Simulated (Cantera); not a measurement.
Mixture: CH₄ : O₂ : N₂ : H₂O = 1 : 2.86 : 10.7 : 0.52 (molar parts), equivalence ratio 0.70, at 8250 Torr, adiabatic and at constant pressure. Ignition delay is the time to a rise of 400 K.

Computed with Cantera and GRI-Mech 3.0 (53 species, 325 reactions).

### Question
At T0 = 1650 K, what is the delay, and which 5 reactions control it most (d ln τ / d ln k, from doubling and halving each rate constant)?

### Answer
The delay is 43.4 µs.
| reaction | d ln τ / d ln k | faster rate |
|---|---|---|
| CH3 + O2 <=> CH3O + O | -0.43 | shortens it |
| H + O2 <=> O + OH | -0.34 | shortens it |
| 2 CH3 (+M) <=> C2H6 (+M) | 0.30 | lengthens it |
| CH3 + HO2 <=> CH3O + OH | -0.22 | shortens it |
| CH4 + H <=> CH3 + H2 | 0.21 | lengthens it |
